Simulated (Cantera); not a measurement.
Ignition delay

Mixture: 21.0 % CH₃OH, 16.6 % O₂, 62.4 % N₂, equivalence ratio 1.9, at 1.00 bar, adiabatic and at constant volume. Ignition delay is the time to a rise of 400 K.

Cantera simulation using GRI-Mech 3.0 (53 species, 325 reactions); the numbers are that mechanism's predictions, not measurements. GRI-Mech 3.0 was tuned for natural gas; its chemistry of methanol as a main component is partial and can be far from experiment.

```json
[
 {"T0 (K)": "1200", "delay (ms)": "8.04"},
 {"T0 (K)": "1300", "delay (ms)": "1.75"},
 {"T0 (K)": "1400", "delay (ms)": "0.484"},
 {"T0 (K)": "1500", "delay (ms)": "0.165"},
 {"T0 (K)": "1600", "delay (ms)": "0.0664"},
 {"T0 (K)": "1700", "delay (ms)": "0.0307"},
 {"T0 (K)": "1800", "delay (ms)": "0.0158"},
 {"T0 (K)": "1900", "delay (ms)": "0.00889"},
 {"T0 (K)": "2000", "delay (ms)": "0.00541"},
 {"T0 (K)": "2100", "delay (ms)": "0.00351"}
]
```

```json
{
 "apparent activation energy between 1900 and 2100 K": "150 kJ/mol"
}
```
